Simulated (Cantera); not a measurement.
What does this Cantera script print?

```python
import numpy as np
import cantera as ct

gas_names = """
    Cu CuF CuF2 Cu2 F F2 H HF H2 H2F2 H3F3 H4F4 H5F5 H6F6 H7F7
""".split()
cond_names = """
    Cu(cr) Cu(L) CuF2(s) CuF2(L)
""".split()


# ... load() reads the species with a 1 bar reference pressure and builds the phases ...
atoms = {
    'Cu': {'Cu': 1},
    'F2': {'F': 2},
    'H2': {'H': 2},
}
top_T = {}  # K; cautious upper limits of use, not melting points


# ... equilibrate(T, P, feed) seeds the gas with the atoms and calls Mixture.equilibrate('TP', solver="vcs", rtol=1e-11, max_steps=5000) ...
results = []
feed = {'Cu': 1, 'F2': 0.67, 'H2': 0.24}  # mol
P = 65000  # Pa
for T in [1150, 1175, 1200, 1225, 1250, 1275, 1300, 1325, 1350]:
    mix = equilibrate(T, P, feed)
    results.append((T, P, feed, dict(zip(mix.species_names, mix.species_moles))))
    x = sorted(zip(gas.X, gas.species_names), reverse=True)
    print(f"T = {T:g} K  P = {P:g} Pa  gas = {mix.phase_moles(0):.4g} mol")
    print("   x: " + "  ".join(f"{s} {v:.3e}" for v, s in x if v > 0.0001))
    print("   condensed (mol): " + ("  ".join(f"{mix.phase(i).name} {mix.phase_moles(i):.4g}"
          for i in range(1, mix.n_phases) if mix.phase_moles(i) > 1e-12) or "none"))
```

Output:

```
T = 1150 K  P = 65000 Pa  gas = 0.4807 mol
   x: HF 9.984e-01  CuF 8.091e-04  CuF2 7.569e-04
   condensed (mol): Cu(cr) 0.5698  CuF2(L) 0.4294
T = 1175 K  P = 65000 Pa  gas = 0.4812 mol
   x: HF 9.975e-01  CuF 1.299e-03  CuF2 1.159e-03
   condensed (mol): Cu(cr) 0.5697  CuF2(L) 0.4291
T = 1200 K  P = 65000 Pa  gas = 0.4818 mol
   x: HF 9.962e-01  CuF 2.042e-03  CuF2 1.740e-03
   condensed (mol): Cu(cr) 0.5695  CuF2(L) 0.4287
T = 1225 K  P = 65000 Pa  gas = 0.4827 mol
   x: HF 9.943e-01  CuF 3.146e-03  CuF2 2.563e-03
   condensed (mol): Cu(cr) 0.5692  CuF2(L) 0.428
T = 1250 K  P = 65000 Pa  gas = 0.4841 mol
   x: HF 9.915e-01  CuF 4.758e-03  CuF2 3.709e-03
   condensed (mol): Cu(cr) 0.5688  CuF2(L) 0.4271
T = 1275 K  P = 65000 Pa  gas = 0.486 mol
   x: HF 9.876e-01  CuF 7.070e-03  CuF2 5.280e-03
   condensed (mol): Cu(cr) 0.5683  CuF2(L) 0.4257
T = 1300 K  P = 65000 Pa  gas = 0.4887 mol
   x: HF 9.823e-01  CuF 1.033e-02  CuF2 7.401e-03
   condensed (mol): Cu(cr) 0.5675  CuF2(L) 0.4239
T = 1325 K  P = 65000 Pa  gas = 0.4924 mol
   x: HF 9.749e-01  CuF 1.487e-02  CuF2 1.022e-02
   condensed (mol): Cu(cr) 0.5663  CuF2(L) 0.4213
T = 1350 K  P = 65000 Pa  gas = 0.4974 mol
   x: HF 9.650e-01  CuF 2.109e-02  CuF2 1.393e-02
   condensed (mol): Cu(cr) 0.5648  CuF2(L) 0.4178
```

Method: chemical equilibrium by Gibbs-energy minimisation in Cantera with the NASA 1993 tables (ideal gas, pure condensed phases). Mutual solubility and eutectic melting of coexisting phases are not modelled.
